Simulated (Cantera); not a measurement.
What does this Cantera script print?

```python
import numpy as np
import cantera as ct

gas = ct.Solution("gri30.yaml")
gas.TPX = 425, 110000, {'CO': 1, 'H2': 0.039, 'CH4': 0.03, 'O2': 0.446, 'N2': 1.68}
inlet = ct.Reservoir(gas, clone=True)
gas.equilibrate("HP")  # start burning
reactor = ct.IdealGasConstPressureReactor(gas, energy="on", clone=False)
exhaust = ct.Reservoir(gas, clone=True)
tau = [0.35, 0.15, 0.062, 0.026, 0.011, 0.0046, 0.0019, 0.00081, 0.00034, 0.00014, 5.9e-05][0]
for a, b in ((inlet, reactor), (reactor, exhaust)):
    ct.MassFlowController(a, b, mdot=lambda t: reactor.mass / tau)
net = ct.ReactorNet([reactor])
show = ['CO', 'H2', 'CH4', 'O', 'C2H4', 'CH2O', 'OH']

rows = []
print(f"{'tau/s':>10s}{'T/K':>9s}" + "".join(f"{s:>11s}" for s in show))
for tau in [0.35, 0.15, 0.062, 0.026, 0.011, 0.0046, 0.0019, 0.00081, 0.00034, 0.00014, 5.9e-05]:
    net.initial_time = 0.0
    net.advance(30 * tau)
    before = gas.X
    net.advance(40 * tau)
    drift = np.max(np.abs(gas.X - before) / (gas.X + 1e-9))
    rows.append([gas.T, *gas[show].X, drift])
    print(f"{tau:10.3e}{gas.T:9.1f}" + "".join(f"{x:11.3e}" for x in gas[show].X))
```

It prints:

```
     tau/s      T/K         CO         H2        CH4          O       C2H4       CH2O         OH
 3.500e-01   2433.2  1.053e-01  2.110e-03  8.058e-08  7.412e-04  8.252e-14  1.717e-08  2.573e-03
 1.500e-01   2423.4  1.064e-01  2.141e-03  1.741e-07  8.492e-04  3.505e-13  3.677e-08  2.727e-03
 6.200e-02   2401.7  1.089e-01  2.212e-03  3.625e-07  1.106e-03  1.245e-12  7.557e-08  3.044e-03
 2.600e-02   2360.2  1.137e-01  2.352e-03  6.856e-07  1.657e-03  3.150e-12  1.399e-07  3.568e-03
 1.100e-02   2291.4  1.212e-01  2.591e-03  1.218e-06  2.725e-03  6.031e-12  2.403e-07  4.250e-03
 4.600e-03   2192.4  1.313e-01  2.939e-03  2.187e-06  4.555e-03  1.058e-11  4.075e-07  4.903e-03
 1.900e-03   2067.4  1.424e-01  3.356e-03  4.179e-06  7.282e-03  2.012e-11  7.101e-07  5.282e-03
 8.100e-04   1928.6  1.530e-01  3.728e-03  8.449e-06  1.071e-02  4.345e-11  1.261e-06  5.219e-03
 3.400e-04   1769.6  1.639e-01  3.937e-03  1.958e-05  1.462e-02  1.184e-10  2.427e-06  4.635e-03
 1.400e-04   1575.3  1.819e-01  3.867e-03  6.194e-05  1.694e-02  5.406e-10  5.785e-06  3.480e-03
 5.900e-05    425.0  3.130e-01  1.221e-02  9.390e-03  4.735e-23  2.518e-21  1.269e-18  1.720e-26
```

Cantera simulation using GRI-Mech 3.0 (53 species, 325 reactions); the numbers are that mechanism's predictions, not measurements.
